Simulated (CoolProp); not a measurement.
Computed with CoolProp (reference Helmholtz-energy equation of state, Gao 2022).

Question: Give the vapour pressure (MPa), liquid density (kg/m³), vapour density (kg/m³), enthalpy of vaporisation (kJ/kg) of saturated n-perfluorohexane at 256.7, 290.3 K.

Answer: 
```json
[
 {"T (K)": "256.7", "p (MPa)": "0.00326", "liquid density (kg/m³)": "1790", "vapour density (kg/m³)": "0.519", "enthalpy of vaporisation (kJ/kg)": "103"},
 {"T (K)": "290.3", "p (MPa)": "0.0206", "liquid density (kg/m³)": "1700", "vapour density (kg/m³)": "2.94", "enthalpy of vaporisation (kJ/kg)": "95.1"}
]
```
